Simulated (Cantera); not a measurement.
A Cantera script and its output.

```python
import numpy as np
import cantera as ct

gas = ct.Solution("h2o2.yaml")
gas.TPX = 1150, 180, {'H2': 0.0071, 'O2': 1}
reactor = ct.IdealGasConstPressureReactor(gas, energy="off", clone=False)
net = ct.ReactorNet([reactor])
net.rtol, net.atol = 1e-08, 1e-18
show = ['H2', 'O2', 'H2O', 'HO2', 'OH', 'H2O2']
times = np.geomspace(0.0004, 2, 10)

steps = ct.SolutionArray(gas, extra=["t"])
rows = []
print(f"{'t/s':>10s}{'T/K':>9s}{'P/Pa':>11s}" + "".join(f"{s:>11s}" for s in show))
for t in times:
    while net.time < t:
        t_next = net.step()
        steps.append(gas.state, t=t_next)
    rows.append([np.interp(t, steps.t, y) for y in (steps.T, steps.P, *steps(*show).X.T)])
    print(f"{t:10.3e}{rows[-1][0]:9.1f}{rows[-1][1]:11.4g}" + "".join(f"{x:11.3e}" for x in rows[-1][2:]))
rate = np.gradient(steps.T, steps.t)
print("integrator steps:", len(steps.t))
if steps.T.max() > steps.T[0] + 200:
    print(f"time of steepest temperature rise: {steps.t[rate.argmax()]:.4e} s")
gas.TPX = 1150, 180, {'H2': 0.0071, 'O2': 1}
gas.equilibrate("TP")
print(f"equilibrium (TP): T = {gas.T:.1f} K  " + "  ".join(f"{s} {gas[s].X[0]:.3e}" for s in show))
```

It prints:

```
       t/s      T/K       P/Pa         H2         O2        H2O        HO2         OH       H2O2
 4.000e-04   1150.0        180  7.050e-03  9.930e-01  1.819e-12  1.294e-10  4.712e-11  1.265e-15
 1.031e-03   1150.0        180  7.050e-03  9.930e-01  2.270e-11  3.333e-10  2.102e-10  8.390e-15
 2.655e-03   1150.0        180  7.050e-03  9.930e-01  2.295e-10  8.588e-10  7.638e-10  5.558e-14
 6.840e-03   1150.0        180  7.050e-03  9.930e-01  2.185e-09  2.213e-09  2.953e-09  3.669e-13
 1.762e-02   1150.0        180  7.050e-03  9.930e-01  3.189e-08  5.714e-09  2.325e-08  2.402e-12
 4.540e-02   1150.0        180  7.045e-03  9.929e-01  3.652e-06  1.658e-08  2.226e-06  1.592e-11
 1.170e-01   1150.0        180  5.601e-04  9.870e-01  5.747e-03  1.904e-07  1.010e-03  8.227e-09
 3.013e-01   1150.0        180  2.195e-05  9.864e-01  6.655e-03  1.128e-07  4.857e-04  1.908e-09
 7.763e-01   1150.0        180  2.098e-05  9.867e-01  6.671e-03  1.105e-07  4.751e-04  1.905e-09
 2.000e+00   1150.0        180  1.880e-05  9.873e-01  6.707e-03  1.051e-07  4.499e-04  1.898e-09
integrator steps: 726
equilibrium (TP): T = 1150.0 K  H2 7.236e-10  O2 9.929e-01  H2O 7.073e-03  HO2 1.319e-09  OH 2.814e-06  H2O2 4.492e-12
```

Cantera simulation using the H2/O2 subset of GRI-Mech 3.0, which has no nitrogen chemistry; the numbers are that mechanism's predictions, not measurements. Radical loss at walls, strong at low pressure, is not modelled.
